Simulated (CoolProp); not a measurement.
Vapour-liquid equilibrium of isohexane (1) + benzene (2) at 443.3 K; x and y are mole fractions of (1).

The numbers come from the multi-fluid Helmholtz-energy mixture model, Lemmon 2006 and Thol 2012; pair parameters Bell 2016 in CoolProp.

```tsv
x	bubble pressure, mixture model (kPa)	bubble pressure, Raoult's law (kPa)	y, mixture model	y, Raoult's law
0.05	907.5	882.2	0.089	0.074
0.2	1019	947.8	0.289	0.274
0.35	…	1013	0.438	0.448
0.5	1164	1079	0.569	0.601
0.65	1214	1144	…	0.737
0.8	1255	1210	0.822	0.858
0.95	…	1276	0.955	0.966
```

Q: Complete the blanks.

A: 
- 0.35, bubble pressure, mixture model (kPa): 1100
- 0.65, y, mixture model: 0.694
- 0.95, bubble pressure, mixture model (kPa): 1288

The largest gap from Raoult's law is +8.6 % in bubble pressure, at x = 0.35. No azeotrope shows between x = 0.05 and 0.95.

Pair parameters are fitted to limited data, so mixtures are less certain than the pure fluids.
